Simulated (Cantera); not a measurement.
**Si + Br2 + N2 (silicon etching in halogen gases)**

A closed system holds: 1 mol Si, 7.9 mol Br2, 49 mol N2, equilibrated at 98.0 mbar.

Equilibrium computed with Cantera from the NASA thermochemical tables; the gas is ideal and each condensed phase is pure. Candidate condensed phases: Br2, Si, Si3N4; 13 gas species. The tables' values for SiBr3 are old estimates; treat these amounts as uncertain. The numbers say what is thermodynamically allowed, not how fast it happens.

From 498 K to 1698 K nothing is condensed. The main Si-bearing gas is SiBr4 throughout.

```csv
T (K),log p N2,log p Br,log p Br2,log p SiBr4,log p SiBr2,log p SiBr3,log p SiBr
498,-1.07,-8.36,-1.99,-2.76,<-13,<-13,<-13
598,-1.07,-6.66,-1.99,-2.76,<-13,<-13,<-13
698,-1.07,-5.44,-1.99,-2.76,<-13,<-13,<-13
798,-1.07,-4.53,-1.99,-2.76,<-13,-11.89,<-13
898,-1.07,-3.82,-1.99,-2.76,<-13,-10.24,<-13
998,-1.07,-3.25,-2.00,-2.76,-12.69,-8.92,<-13
1098,-1.07,-2.80,-2.02,-2.76,-10.82,-7.84,<-13
1198,-1.07,-2.43,-2.08,-2.76,-9.24,-6.92,<-13
1298,-1.08,-2.16,-2.19,-2.77,-7.85,-6.12,<-13
1398,-1.09,-1.96,-2.37,-2.78,-6.58,-5.40,<-13
1498,-1.10,-1.84,-2.62,-2.80,-5.39,-4.73,-11.21
1598,-1.11,-1.78,-2.93,-2.83,-4.28,-4.13,-9.29
1698,-1.11,-1.73,-3.23,-3.00,-3.42,-3.72,-7.69
```
log p: log10 of the partial pressure in bar; nothing condenses.
